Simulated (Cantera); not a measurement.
Feed: 1 mol C2F6, 0.035 mol HCl, 0.071 mol H2, at 728 Torr.

Cantera equilibrium calculation (NASA polynomials, part measured and part estimated; ideal gas, pure solids and liquids). Candidate condensed phases: C, C6H6, C7H8, C8H18; 118 gas species. The feed counts by its element totals alone. The tables' values for C2F4 are old estimates; treat these amounts as uncertain. Gases not in the tables: C2F6 and larger saturated fluorocarbons. Kinetics and transport are ignored. All values below are at 1852 °C.

Base state: CF4 0.839, HF 0.104, CF2 0.0274, Cl 0.0179, CF3 0.00568, F 0.00340, CClF3 0.00168, HCl 0.000496 (mole fractions); condensed: C(graphite).

### Question
What changes in the equilibrium state with this change: HCl from 0.035 to 0.13 mol?

### Answer
```csv
species,before,after
CF4,0.839,0.753
HF,0.104,0.145
Cl,0.0179,0.0578
CF2,0.0274,0.0260
Cl2,0.000233,0.00242
CCl2F2,2.16e-6,2.13e-5
HCl,0.000496,0.00229
ClF,7.84e-5,0.000246
CClF3,0.00168,0.00499
"C(graphite), mol",0.519,0.540
```
